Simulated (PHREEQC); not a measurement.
Consider water at 20 °C with 32.5 mmol/kgw NH4Cl, 5.5 mmol/kgw Na2SO4 and 10 mmol/kgw KCl. Closed to the air; pH follows from the charge balance.

Computed with PHREEQC (ion-association model, wateq4f.dat).

Precipitation was switched off in this run.

Problem. Order these S species by the share of S that they hold, largest first: KSO4-, NaSO4-, SO4-2, NH4SO4-.

Solution. SO4-2 (81 %), NH4SO4- (15 %), KSO4- (2.3 %), NaSO4- (1.9 %)

The pH is 5.57 and the ionic strength 0.0569 mol/kgw.
